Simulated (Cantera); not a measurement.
Input: 1 mol CHF₃, 4 mol H₂, equilibrated at 11000 Pa.

Cantera equilibrium calculation (NASA polynomials, part measured and part estimated; ideal gas, pure solids and liquids). Candidate condensed phases: C, C₆H₆, C₇H₈, C₈H₁₈; 95 gas species. Rates play no part.

### Question
What share of the C ends up in condensed phases as a function of T (°C), at 1702, 1777, 1852, 1927, 2002, 2077, 2152, 2227, 2302, 2377, 2452, 2527, 2602?

### Answer
```csv
T (°C),C condensed (%),as
1702,99.6,C(graphite)
1777,99.4,C(graphite)
1852,99.0,C(graphite)
1927,98.5,C(graphite)
2002,97.7,C(graphite)
2077,96.8,C(graphite)
2152,95.5,C(graphite)
2227,93.8,C(graphite)
2302,91.7,C(graphite)
2377,89.0,C(graphite)
2452,85.8,C(graphite)
2527,81.8,C(graphite)
2602,76.6,C(graphite)
```
